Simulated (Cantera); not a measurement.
A closed system holds: 1 mol SiC, 0.0057 mol H2O, 27 mol N2, held at 0.00490 bar.

These are equilibrium values from Cantera (NASA tables, ideal gas, pure condensed phases), not measurements of a reactor. Candidate condensed phases: C, C6H6, C7H8, C8H18, H2O, Si, SiC, SiO2, Si2N2O, Si3N4; 151 gas species. N2 is the only nitrogen source here; it is nearly inert below about 1500 K, so the nitride shown seldom forms there in practice. Mutual solubility and eutectic melting of coexisting phases are not modelled. The tables' values for SiN are old estimates; treat these amounts as uncertain. The numbers say what is thermodynamically allowed, not how fast it happens.

x: gas mole fraction; n: condensed amount in mol.

| T (K) | x N2 | x Si | x H | x H2 | n C(graphite) | n Si2N2O(s) | n Si3N4(s) | n SiC(s) |
|---|---|---|---|---|---|---|---|---|
| 973 | 1.000 | <1e-12 | 2.27e-10 | 0.000216 | 1.000 | 0.00570 | 0.330 | 0 |
| 1073 | 1.000 | <1e-12 | 2.94e-9 | 0.000216 | 1.000 | 0.00570 | 0.330 | 0 |
| 1173 | 1.000 | <1e-12 | 2.48e-8 | 0.000216 | 1.000 | 0.00565 | 0.330 | 0 |
| 1273 | 1.000 | 4.94e-12 | 1.49e-7 | 0.000215 | 0.999 | 0.00495 | 0.330 | 0 |
| 1373 | 1.000 | 5.80e-10 | 6.88e-7 | 0.000209 | 0 | 0.00143 | 0.000486 | 0.996 |
| 1473 | 1.000 | 3.54e-8 | 2.61e-6 | 0.000208 | 0 | 0 | 0.00177 | 0.994 |
| 1573 | 1.000 | 1.27e-6 | 8.33e-6 | 0.000206 | 0 | 0 | 0.000888 | 0.996 |
| 1673 | 1.000 | 1.73e-5 | 2.29e-5 | 0.000198 | 0 | 0 | 0 | 0.997 |
| 1773 | 0.999 | 8.51e-5 | 5.45e-5 | ___ | 0 | 0 | 0 | 0.996 |
| 1873 | 0.999 | 0.000202 | 0.000109 | ___ | 0 | 0 | 0 | 0.994 |
| 1973 | 0.999 | 0.000326 | 0.000163 | ___ | 0 | 0 | 0 | 0.990 |
| 2073 | 0.998 | 0.00145 | 0.000225 | ___ | 0.0295 | 0 | 0 | 0.955 |

What belongs in the gaps?


- 1773, x H2: 0.000180
- 1873, x H2: 0.000140
- 1973, x H2: 7.16e-5
- 2073, x H2: 3.59e-5
